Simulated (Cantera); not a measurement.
Charge: 1 mol CCl₄, 0.48 mol H₂, at 1750 K and 0.158 Torr.

Method: chemical equilibrium by Gibbs-energy minimisation in Cantera with the NASA 1993 tables (ideal gas, pure condensed phases). Candidate condensed phases: C, C₆H₆, C₇H₈, C₈H₁₈; 91 gas species. Kinetics and transport are ignored.

Base state: Cl 0.758, HCl 0.240, Cl₂ 0.00196, H 6.30e-5, H₂ 1.54e-5 (mole fractions); condensed: C(graphite).

Task: What changes in the equilibrium state with this change: temperature from 1750 K to 1798 K?

Result: 
```json
[
 {"species": "Cl", "before": "0.758", "after": "0.759"},
 {"species": "HCl", "before": "0.240", "after": "0.240"},
 {"species": "Cl₂", "before": "0.00196", "after": "0.00123"},
 {"species": "H", "before": "6.30e-5", "after": "0.000143"},
 {"species": "H₂", "before": "1.54e-5", "after": "3.47e-5"},
 {"species": "C(graphite), mol", "before": "1.000", "after": "1.000"}
]
```

Task: What changes in the equilibrium state with this change: temperature from 1750 K to 2923.15 K?

Result: 
| species | before | after |
|---|---|---|
| Cl | 0.758 | 0.730 |
| H | 6.30e-5 | 0.172 |
| C | <1e-9 | 0.0449 |
| HCl | 0.240 | 0.00251 |
| C₃ | <1e-9 | 0.0391 |
| C₂ | <1e-9 | 0.00994 |
| C₂H | <1e-9 | 0.000203 |
| C(graphite), mol | 1.000 | 0 |
The tables' values for CCl are old estimates; treat these amounts as uncertain.
